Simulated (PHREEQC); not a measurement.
A solution holds 0.017 mol/kgw Pb(NO3)2, 4.2e-05 mol/kgw HNO3 and 0.049 mol/kgw Na2SO4, at 25 °C. Closed to the air; pH follows from the charge balance.

The numbers come from PHREEQC with the ion-association model, phreeqc.dat.

Question: The ionic strength comes out as 0.142 mol/kgw. What activity coefficients do SO4-2, NaSO4-, PbNO3+, Pb(SO4)2-2, NO3- get?

Answer: SO4-2 0.33, NaSO4- 0.77, PbNO3+ 0.76, Pb(SO4)2-2 0.34, NO3- 0.72.

This is a speciation only: nothing precipitates in the calculation. Examples of supersaturated solids here: Anglesite. Others may be too.
